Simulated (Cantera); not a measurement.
**Thermodynamics of abatement and gas-phase synthesis, feed H2S + O2**

Input: 1 mol H2S, 2.7 mol O2, equilibrated at 1 atm.

Method: chemical equilibrium by Gibbs-energy minimisation in Cantera with the NASA 1993 tables (ideal gas, pure condensed phases). Candidate condensed phases: H2O, H2SO4, S; 19 gas species. Equilibrium is a limit: real reactors are often held back by kinetics, nucleation or transport.

```
T (°C)   x O2  x H2O  x SO2    x SO3      x OH       x O   x H2SO4      x H2
------  -----  -----  -----  -------  --------  --------  --------  --------
752     0.329  0.335  0.188    0.147   3.78e-7  1.88e-10  0.000165  1.05e-10
827     0.348  0.326  0.238   0.0880   1.39e-6   1.46e-9   4.71e-5  7.24e-10
902     0.359  0.321  0.269   0.0513   4.32e-6   8.69e-9   1.47e-5   3.97e-9
977     0.365  0.317  0.287   0.0305   1.17e-5   4.16e-8   5.06e-6   1.80e-8
1052    0.369  0.315  0.297   0.0187   2.84e-5   1.66e-7   1.95e-6   6.92e-8
1127    0.371  0.314  0.302   0.0120   6.27e-5   5.73e-7   8.26e-7   2.32e-7
1202    0.372  0.314  0.306  0.00799  0.000128   1.74e-6   3.83e-7   6.88e-7
1277    0.373  0.313  0.308  0.00553  0.000243   4.75e-6   1.91e-7   1.84e-6
1352    0.374  0.313  0.309  0.00395  0.000435   1.18e-5   1.02e-7   4.51e-6
1427    0.374  0.313  0.310  0.00291  0.000740   2.72e-5   5.81e-8   1.02e-5
1502    0.374  0.312  0.311  0.00220   0.00120   5.82e-5   3.47e-8   2.16e-5
1577    0.374  0.312  0.311  0.00170   0.00188  0.000117   2.17e-8   4.29e-5
1652    0.373  0.311  0.311  0.00134   0.00284  0.000223   1.41e-8   8.09e-5
1727    0.373  0.310  0.311  0.00107   0.00415  0.000406   9.47e-9  0.000145
```
x: gas mole fraction; nothing condenses.

From 752 °C to 1727 °C nothing is condensed.
